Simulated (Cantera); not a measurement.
Carbothermic reduction: Fe₃O₄ + CO + N₂

A closed system holds: 1 mol Fe₃O₄, a varied amount of CO, 7.5 mol N₂, held at 10.0 Torr.

Equilibrium computed with Cantera from the NASA thermochemical tables; the gas is ideal and each condensed phase is pure. Candidate condensed phases: C, Fe, Fe(CO)₅, FeO, Fe₂O₃, Fe₃O₄; 27 gas species. Mutual solubility and eutectic melting of coexisting phases are not modelled. The tables' stoichiometric FeO is somewhat more stable than real wüstite, so its field is too wide. FeO: taken at fixed stoichiometry. Rates play no part.

Stable condensed phases:

```
T in K \ n(CO) in mol
         1.4 1.6 1.8 2.1 2.5 2.9 3.4   4 4.7 5.4 6.3 7.4
   2473    A   A   A   A   B   B   B   B   B   B   B   B
   2373    A   A   A   A   A   A   A   A   A   A   A   A
   2273    A   A   A   A   A   A   A   A   A   A   A   A
   2173    A   A   A   A   A   A   A   A   A   A   A   A
   2073    A   A   A   A   A   A   A   A   A   A   A   A
   1973    A   A   A   A   A   A   A   A   A   A   A   A
   1873    A   A   A   A   A   A   A   A   A   A   A   A
   1773    A   A   A   A   A   A   A   A   A   A   A   A
   1673    A   A   A   A   A   A   A   A   A   A   A   A
   1573    A   A   A   A   A   A   A   A   A   A   A   A
   1473    A   A   A   A   A   A   A   A   A   A   A   C
   1373    A   A   A   A   A   A   A   A   A   A   A   C
   1273    A   A   A   A   A   A   A   A   A   A   C   C
```

A: FeO; B: gas only; C: Fe + FeO.
